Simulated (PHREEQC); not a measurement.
A solution holds 0.0013 mol/kgw H2SO4, 0.0019 mol/kgw AlCl3 and 0.27 mol/kgw MnSO4, at 25 °C. It is in equilibrium with CO2 at log p = -2 (atm). Otherwise closed; pH follows from the charge balance.

Model: ion-association model, wateq4f.dat, run in PHREEQC.

The ionic strength comes out as 0.536 mol/kgw. What activity coefficients do AlSO4+, Al(SO4)2-, MnHCO3+, H+, Cl- get?

AlSO4+ 0.66, Al(SO4)2- 0.66, MnHCO3+ 0.68, H+ 0.76, Cl- 0.64.

No solid was allowed to form. Species that the database lacks are ignored.
